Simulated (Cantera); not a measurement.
Charge: 1 mol SiH4, 1.5 mol HCl, 110 mol H2, at 2448 K and 2400 Pa.

Cantera equilibrium calculation (NASA polynomials, part measured and part estimated; ideal gas, pure solids and liquids). Candidate condensed phases: Si; 19 gas species. The tables' values for SiCl are old estimates; treat these amounts as uncertain. Gases not in the tables: Si2H6 and higher silanes. Equilibrium is a limit: real reactors are often held back by kinetics, nucleation or transport.

Base state: H2 0.860, H 0.119, HCl 0.0111, Si 0.00774, Cl 0.00109, SiH 0.000319, SiCl 7.29e-5, SiH2 4.23e-5 (mole fractions); condensed: gas only.

**Question.** What changes in the equilibrium state with this change: SiH4 replaced by Si(CH3)4?

**Answer.** 
```tsv
species	before	after
H2	0.860	0.854
H	0.119	0.119
HCl	0.0111	0.0108
C2H2 (acetylene)	0	0.00739
Si	0.00774	0.00594
SiC2	0	0.00132
Si2C	0	0.000157
C2H	0	6.59e-5
C(graphite), mol	0	1.75
```
Further candidate phases: C, C6H6, C7H8, C8H18, SiC.
